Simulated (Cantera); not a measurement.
A closed system holds: 1 mol PbS, 3.1 mol H2, equilibrated at 0.00133 bar.

Method: chemical equilibrium by Gibbs-energy minimisation in Cantera with the NASA 1993 tables (ideal gas, pure condensed phases). Candidate condensed phases: Pb, PbS, S; 10 gas species. Gases not in the tables: S3 to S7. The numbers say what is thermodynamically allowed, not how fast it happens.

x: gas mole fraction; n: condensed amount in mol.

```csv
T (°C),x H2,x PbS,x Pb,x H2S,x S2,x SH,n PbS(s)
752,0.836,0.125,0.0194,0.0193,(withheld),5.66e-6,0.477
777,0.731,0.218,0.0254,0.0251,(withheld),1.25e-5,0
802,0.730,0.217,0.0268,0.0263,(withheld),2.02e-5,0
827,0.728,0.216,0.0282,0.0273,(withheld),3.20e-5,0
852,0.727,0.214,0.0297,0.0283,(withheld),4.94e-5,0
877,0.726,0.212,0.0313,0.0290,(withheld),7.45e-5,0
902,0.725,0.210,0.0331,0.0296,(withheld),0.000110,0
927,0.724,0.208,0.0352,0.0299,(withheld),0.000157,0
```

Some entries are withheld; supply them.


- 752, x S2: 3.68e-5
- 777, x S2: 0.000135
- 802, x S2: 0.000238
- 827, x S2: 0.000409
- 852, x S2: 0.000681
- 877, x S2: 0.00110
- 902, x S2: 0.00171
- 927, x S2: 0.00257
